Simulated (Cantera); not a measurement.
An adiabatic, constant-pressure homogeneous reactor starts with CO : H2 : CH4 : O2 : N2 = 1 : 0.48 : 0.058 : 0.389 : 1.46 (molar parts), at 1550 K and 750 Torr. Integrator tolerance rtol = 1e-08.

Detailed kinetics in Cantera: GRI-Mech 3.0 (53 species, 325 reactions).

**Question.** What does this change do: pressure from 750 Torr to 7500 Torr?

**Answer.** 
```json
[
 {"quantity": "time of steepest temperature rise", "before": "21.1 µs", "after": "2.80 µs"},
 {"quantity": "temperature at 0.700 s", "before": "2782 K", "after": "2914 K"},
 {"quantity": "equilibrium temperature", "before": "2782 K", "after": "2914 K"},
 {"quantity": "x(CO) at 0.700 s", "before": "0.249 (gas-phase equilibrium 0.249)", "after": "0.249 (gas-phase equilibrium 0.249)"},
 {"quantity": "x(H2) at 0.700 s", "before": "0.0518 (gas-phase equilibrium 0.0518)", "after": "0.0513 (gas-phase equilibrium 0.0513)"},
 {"quantity": "x(CH4) at 0.700 s", "before": "<1e-12 (gas-phase equilibrium <1e-12)", "after": "1.94e-11 (gas-phase equilibrium 2.22e-11)"},
 {"quantity": "x(HCN) at 0.700 s", "before": "3.38e-8 (gas-phase equilibrium 3.38e-8)", "after": "3.11e-7 (gas-phase equilibrium 3.11e-7)"},
 {"quantity": "x(NO) at 0.700 s", "before": "0.00286 (gas-phase equilibrium 0.00286)", "after": "0.00193 (gas-phase equilibrium 0.00193)"},
 {"quantity": "x(HO2) at 0.700 s", "before": "1.02e-6 (gas-phase equilibrium 1.02e-6)", "after": "1.04e-6 (gas-phase equilibrium 1.04e-6)"}
]
```
